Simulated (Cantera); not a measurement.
# Al + Cl2 + H2 (aluminium and copper etching)

A closed system holds: 1 mol Al, 2.9 mol Cl2, 0.74 mol H2, equilibrated at 0.320 bar.

Cantera equilibrium calculation (NASA polynomials, part measured and part estimated; ideal gas, pure solids and liquids). Candidate condensed phases: Al, AlCl3; 12 gas species. Equilibrium is a limit: real reactors are often held back by kinetics, nucleation or transport.

From 623 K to 1323 K nothing is condensed. The main Al-bearing gas is Al2Cl6 at 623 K and AlCl3 at 1323 K.

```
T (K)  x HCl  x AlCl3  x Cl2  x Al2Cl6      x Cl   x AlCl2
-----  -----  -------  -----  --------  --------  --------
623    0.552   0.0309  0.246     0.171   4.25e-8    <1e-12
723    0.525    0.126  0.234     0.114   1.11e-6    <1e-12
823    0.491    0.250  0.219    0.0407   1.30e-5    <1e-12
923    0.476    0.303  0.212   0.00932   9.10e-5    <1e-12
1023   0.472    0.315  0.210   0.00231  0.000441  8.73e-12
1123   0.471    0.317  0.209  0.000712   0.00162  2.05e-10
1223   0.470    0.317  0.207  0.000267   0.00482   2.84e-9
1323   0.469    0.316  0.203  0.000117    0.0121   2.65e-8
```
x: gas mole fraction; nothing condenses.
